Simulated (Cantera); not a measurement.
Cantera run:

```python
import numpy as np
import cantera as ct

gas_names = """
    Br Br2 H HBr H2 Pb PbBr PbBr2 PbBr4 Pb2
""".split()
cond_names = """
    Br2(cr) Br2(L) Pb(cr) Pb(L) PbBr2(s) PbBr2(L)
""".split()


def load(file, names, dense=False):
    # The tables refer to 1 bar. Condensed volumes are neglected.
    table = {s.name: s for s in ct.Species.list_from_file(file)}
    out = []
    for n in names:
        d = dict(table[n].input_data)
        d["thermo"] = dict(d["thermo"], **{"reference-pressure": 1e5})
        if dense:
            d["equation-of-state"] = {"model": "constant-volume", "density": "1e6 g/cm^3"}
        out.append(ct.Species.from_dict(d))
    return out


gas = ct.Solution(thermo="ideal-gas", species=load("nasa_gas.yaml", gas_names))
cond = {s.name: ct.Solution(thermo="fixed-stoichiometry", species=[s], name=s.name)
        for s in load("nasa_condensed.yaml", cond_names, dense=True)}
atoms = {
    'PbBr2': {'Pb': 1, 'Br': 2},
    'H2': {'H': 2},
}
top_T = {}  # K; cautious upper limits of use, not melting points


def equilibrate(T, P, feed):
    n = {}
    for name, mol in feed.items():
        for a, k in atoms[name].items():
            n[a] = n.get(a, 0.0) + k * mol
    gas.TPX = T, P, n
    mass = sum(n.values()) * gas.mean_molecular_weight
    gas.equilibrate("TP")
    valid = [c for c in cond.values() if c.min_temp <= T <= top_T.get(c.name, c.max_temp)]
    mix = ct.Mixture([(gas, mass / gas.mean_molecular_weight)] + [(c, 0.0) for c in valid])
    mix.T, mix.P = T, P
    mix.equilibrate("TP", solver="vcs", rtol=1e-11, max_steps=5000)
    return mix


results = []
feed = {'PbBr2': 1, 'H2': 6.2}  # mol
P = 1333.22  # Pa
for T in [1048, 1098, 1148, 1198, 1248, 1298, 1348, 1398, 1448]:
    mix = equilibrate(T, P, feed)
    results.append((T, P, feed, dict(zip(mix.species_names, mix.species_moles))))

top = {s: max(r[3][s] / sum(r[3][g] for g in gas_names) for r in results) for s in gas_names}
cols = sorted((s for s in top if top[s] > 1e-05), key=lambda s: -top[s])[:8]
seen = [c for c in cond_names if any(r[3].get(c, 0) > 1e-12 for r in results)]
print("log10 of partial pressures in bar; condensed amounts in mol")
print(f"{'T/K':>10s}" + "".join(f"{s[:9]:>10s}" for s in cols + seen))
for T, P, feed, n in results:
    ng = sum(n[g] for g in gas_names)
    print(f"{T:10.4g}" + "".join(f"{np.log10(max(n[s] / ng * P / 1e5, 1e-99)):10.3f}" for s in cols)
          + "".join(f"{n.get(c, 0):10.4g}" for c in seen))
```

Output:

```
log10 of partial pressures in bar; condensed amounts in mol
       T/K        H2       HBr     PbBr2        Pb     PbBr4      PbBr        Br         H     Pb(L)
      1048    -1.930    -3.478    -3.250    -4.350    -3.232    -4.335    -7.564    -9.077    0.3559
      1098    -1.941    -3.356    -3.081    -3.933    -3.408    -3.987    -7.090    -8.577    0.2351
      1148    -1.956    -3.274    -2.982    -3.553    -3.678    -3.698    -6.684    -8.123   0.05238
      1198    -1.967    -3.131    -2.983    -3.428    -3.883    -3.591    -6.246    -7.704         0
      1248    -1.977    -2.994    -3.016    -3.356    -4.093    -3.529    -5.837    -7.319         0
      1298    -1.988    -2.887    -3.069    -3.277    -4.343    -3.477    -5.477    -6.964         0
      1348    -2.000    -2.803    -3.142    -3.199    -4.627    -3.439    -5.159    -6.636         0
      1398    -2.011    -2.736    -3.235    -3.128    -4.938    -3.417    -4.874    -6.330         0
      1448    -2.021    -2.684    -3.345    -3.066    -5.270    -3.411    -4.618    -6.046         0
```

Method: chemical equilibrium by Gibbs-energy minimisation in Cantera with the NASA 1993 tables (ideal gas, pure condensed phases).
